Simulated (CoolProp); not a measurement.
Vapour pressure (kPa) of decamethylcyclopentasiloxane (D5): the reference equation beside estimates from Tc = 618.3 K, pc = 1078 kPa, ω = 0.631. Clausius-Clapeyron is anchored at 362 K with a constant enthalpy of vaporisation of 56.02 kJ/mol.

The numbers come from the reference Helmholtz-energy equation of state, Thol 2019 in CoolProp.

| T (K) | reference | Lee-Kesler | Clausius-Clapeyron | Redlich-Kwong | Soave-Redlich-Kwong | Peng-Robinson |
|---|---|---|---|---|---|---|
| 362 | 1.440 | 1.604 | 1.440 | 16.98 | 1.596 | 1.758 |
| 373.9 | 2.591 | 2.798 | 2.604 | 23.95 | 2.787 | … |
| 385.8 | 4.437 | 4.676 | 4.541 | 32.91 | 4.663 | 4.983 |
| 397.7 | 7.270 | 7.519 | 7.657 | 44.19 | 7.503 | 7.920 |
| 409.6 | 11.45 | 11.67 | 12.53 | … | 11.66 | 12.18 |
| 421.4 | 17.36 | 17.50 | 19.86 | 74.90 | 17.50 | 18.10 |
| 433.3 | 25.60 | 25.59 | 30.80 | 95.14 | 25.63 | 26.29 |
| 445.2 | 36.70 | 36.47 | 46.68 | 119.0 | 36.57 | 37.25 |
| 457.1 | 51.32 | 50.77 | 69.22 | 147.0 | 51.01 | 51.63 |
| 469 | 70.15 | 69.18 | 100.6 | 179.2 | 69.66 | 70.15 |
| 480.9 | 93.97 | 92.47 | … | 216.2 | 93.34 | 93.58 |
| 492.8 | 123.6 | 121.5 | 201.4 | 258.1 | 122.9 | 122.8 |

Question: What belongs in the gaps?

Answer: 
- 373.9, Peng-Robinson: 3.021
- 409.6, Redlich-Kwong: 58.13
- 480.9, Clausius-Clapeyron: 143.6

Absolute difference from the reference over all 12 rows, mean and median: Lee-Kesler 3.1 and 1.6 %, Clausius-Clapeyron 22.8 and 17.4 %, Redlich-Kwong 405.7 and 301.5 %, Soave-Redlich-Kwong 2.7 and 0.8 %, Peng-Robinson 6.4 and 3.5 %.
